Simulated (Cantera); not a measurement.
A perfectly stirred reactor is fed with CH4 : H2O : H2 : N2 = 1 : 2.1 : 0.37 : 0.02 (molar parts), at 7.30 bar; it is held at 1675 K, and followed from long to short residence time.

Model: GRI-Mech 3.0 (53 species, 325 reactions), integrated in Cantera.

One state of this run: x CH4 = 0.0903; x H2O = 0.438; x H2 = 0.373; x O = 4.13e-11; x C2H = 1.42e-8. x: mole fraction; the columns are a selection and need not sum to one.

Problem. Which value of τ (s) does it belong to?
A. 1.8
B. 5.1
C. 0.62
D. 0.076

Solution. D, 0.076
